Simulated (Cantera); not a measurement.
Cantera run:

```python
import numpy as np
import cantera as ct

gas_names = """
    C CO CO2 C2 C2O C3 C3O2 C4 C5 Fe FeC5O5 FeO O O2 O3
""".split()
cond_names = """
    C(gr) Fe(a) Fe(c) Fe(d) Fe(L) FeC5O5(L) FeO(s) FeO(L) Fe2O3(s) Fe3O4(s)
""".split()


# ... load() reads the species with a 1 bar reference pressure and builds the phases ...
atoms = {
    'Fe': {'Fe': 1},
    'CO2': {'C': 1, 'O': 2},
    'CO': {'C': 1, 'O': 1},
}
top_T = {'C(gr)': 4500, 'Fe2O3(s)': 1830, 'Fe3O4(s)': 1870}  # K; cautious upper limits of use, not melting points


# ... equilibrate(T, P, feed) seeds the gas with the atoms and calls Mixture.equilibrate('TP', solver="vcs", rtol=1e-11, max_steps=5000) ...
results = []
feed = {'Fe': 1, 'CO2': 19, 'CO': 80}  # mol
T = 1575  # K
P = 101325  # Pa
mix = equilibrate(T, P, feed)
results.append((T, P, feed, dict(zip(mix.species_names, mix.species_moles))))
x = sorted(zip(gas.X, gas.species_names), reverse=True)
print(f"T = {T:g} K  P = {P:g} Pa  gas = {mix.phase_moles(0):.4g} mol")
print("   x: " + "  ".join(f"{s} {v:.3e}" for v, s in x if v > 1e-05))
print("   condensed (mol): " + ("  ".join(f"{mix.phase(i).name} {mix.phase_moles(i):.4g}"
      for i in range(1, mix.n_phases) if mix.phase_moles(i) > 1e-12) or "none"))
```

Output:

```
T = 1575 K  P = 101325 Pa  gas = 99 mol
   x: CO 8.182e-01  CO2 1.818e-01
   condensed (mol): FeO(s) 1
```

These are equilibrium values from Cantera (NASA tables, ideal gas, pure condensed phases), not measurements of a reactor. The tables' stoichiometric FeO is somewhat more stable than real wüstite, so its field is too wide. FeO: taken at fixed stoichiometry.
